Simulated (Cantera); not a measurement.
Input: 1 mol n-butane, a varied amount of H2O, 0.14 mol NH3, equilibrated at 950 K and 8.25 Torr.

Cantera equilibrium calculation (NASA polynomials, part measured and part estimated; ideal gas, pure solids and liquids). Candidate condensed phases: C, C6H6, C7H8, C8H18, H2O; 136 gas species. Equilibrium is a limit: real reactors are often held back by kinetics, nucleation or transport.

log p: log10 of the partial pressure in bar; n: condensed amount in mol.

```
n(H2O) (mol)  log p H2  log p CO  log p N2  log p H2O  log p CH4  log p CO2  log p NH3  n C(graphite)
------------  --------  --------  --------  ---------  ---------  ---------  ---------  -------------
0.046            -1.97     -4.03     -3.84      -6.03      -4.71      -7.84      -7.96           3.95
0.071            -1.97     -3.85     -3.85      -5.85      -4.72      -7.47      -7.96           3.92
0.11             -1.97     -3.66     -3.85      -5.66      -4.72      -7.10      -7.97           3.88
0.17             -1.98     -3.48     -3.86      -5.49      -4.73      -6.74      -7.98           3.82
0.26             -1.98     -3.31     -3.88      -5.33      -4.75      -6.40      -8.00           3.73
0.4              -1.99     -3.14     -3.90      -5.17      -4.76      -6.07      -8.02           3.59
0.62             -2.01     -2.98     -3.93      -5.02      -4.79      -5.75      -8.06           3.38
0.96             -2.03     -2.84     -3.97      -4.89      -4.83      -5.45      -8.11     (withheld)
1.5              -2.05     -2.71     -4.03      -4.79      -4.88      -5.19      -8.17     (withheld)
2.3              -2.08     -2.60     -4.11      -4.70      -4.93      -4.97      -8.25     (withheld)
```

Fill in the missing entries.


- 0.96, n C(graphite): 3.04
- 1.5, n C(graphite): 2.51
- 2.3, n C(graphite): 1.72
